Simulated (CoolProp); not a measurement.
Model: reference Helmholtz-energy equation of state, Setzmann 1991, in CoolProp.

**Question.** Give the vapour pressure (MPa), vapour Z, surface tension (mN/m) of saturated methane at 114.7, 125.2, 156.8 K.

**Answer.** 
```tsv
T (K)	p (MPa)	vapour Z	surface tension (mN/m)
114.7	0.129	0.957	12.3
125.2	0.272	0.928	10.3
156.8	1.40	0.778	4.63
```

Surface tension comes from a separate correlation (Mulero 2012).
